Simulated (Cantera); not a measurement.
A perfectly stirred reactor is fed with CO : O2 : H2O : N2 = 0.0011 : 0.016 : 0.0031 : 1 (molar parts), at 0.533 atm; it is held at 925 K, and followed from long to short residence time.

Cantera simulation using GRI-Mech 3.0 (53 species, 325 reactions); the numbers are that mechanism's predictions, not measurements.

Q: What does this change do: temperature 925 to 1450 K?

A: 
```json
[
 {"quantity": "x(CO) at τ = 23.0 s", "before": "0.000572", "after": "2.47e-6"},
 {"quantity": "x(O2) at τ = 23.0 s", "before": "0.0154", "after": "0.0151"},
 {"quantity": "x(H2O) at τ = 23.0 s", "before": "0.00304", "after": "0.00303"},
 {"quantity": "x(OH) at τ = 23.0 s", "before": "2.60e-8", "after": "1.27e-5"},
 {"quantity": "x(H2O2) at τ = 23.0 s", "before": "1.56e-7", "after": "2.37e-10"},
 {"quantity": "x(CO) at τ = 0.280 s", "before": "0.00107", "after": "5.09e-5"},
 {"quantity": "x(O2) at τ = 0.280 s", "before": "0.0157", "after": "0.0152"},
 {"quantity": "x(H2O) at τ = 0.280 s", "before": "0.00304", "after": "0.00301"},
 {"quantity": "x(OH) at τ = 0.280 s", "before": "1.22e-8", "after": "4.75e-5"},
 {"quantity": "x(H2O2) at τ = 0.280 s", "before": "8.24e-8", "after": "2.80e-9"}
]
```
